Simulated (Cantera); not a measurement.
Input (Python, Cantera) and output of one run.

```python
import numpy as np
import cantera as ct

gas_names = [...]  # 95 gases of nasa_gas.yaml made of C, F, H
cond_names = """
    C(gr) C6H6(L) C7H8(L) C8H18(L),n-octa
""".split()


# ... load() reads the species with a 1 bar reference pressure and builds the phases ...
atoms = {
    'CF4': {'C': 1, 'F': 4},
    'CH4': {'C': 1, 'H': 4},
}
top_T = {'C(gr)': 4500}  # K; cautious upper limits of use, not melting points


# ... equilibrate(T, P, feed) seeds the gas with the atoms and calls Mixture.equilibrate('TP', solver="vcs", rtol=1e-11, max_steps=5000) ...
results = []
feed = {'CF4': 1, 'CH4': 0.03}  # mol
T = 2798  # K
P = 6.4  # Pa
mix = equilibrate(T, P, feed)
results.append((T, P, feed, dict(zip(mix.species_names, mix.species_moles))))
print(gas.report(threshold=0.0001))
for i in range(1, mix.n_phases):
    print(f"{mix.phase(i).name:16s} {mix.phase_moles(i):12.5e} mol")
```

Result:

```
       temperature   2798 K
          pressure   6.4 Pa
           density   5.4209e-06 kg/m^3
  mean mol. weight   19.705 kg/kmol
   phase of matter   gas

                          1 kg             1 kmol
                     ---------------   ---------------
          enthalpy        1.0585e+07        2.0857e+08  J
   internal energy        9.4039e+06         1.853e+08  J
           entropy             15361        3.0269e+05  J/K
    Gibbs function       -3.2396e+07       -6.3836e+08  J
 heat capacity c_p            1191.9             23486  J/K
 heat capacity c_v            769.93             15171  J/K

                      mass frac. Y      mole frac. X     chem. pot. / RT
                     ---------------   ---------------   ---------------
                 C          0.027873          0.045727           -4.3194
                CF          0.044381          0.028202           -33.348
               CF2        0.00092047         0.0003627           -62.377
                C2          0.011804         0.0096828           -8.6388
                C3          0.082354          0.045035           -12.958
                 F           0.81388           0.84414           -29.029
                 H        0.00046206         0.0090326           -22.154
                HF          0.017951           0.01768           -51.183
     [  +87 minor]        0.00036996        0.00013432

C(gr)             0.00000e+00 mol
```

These are equilibrium values from Cantera (NASA tables, ideal gas, pure condensed phases), not measurements of a reactor.
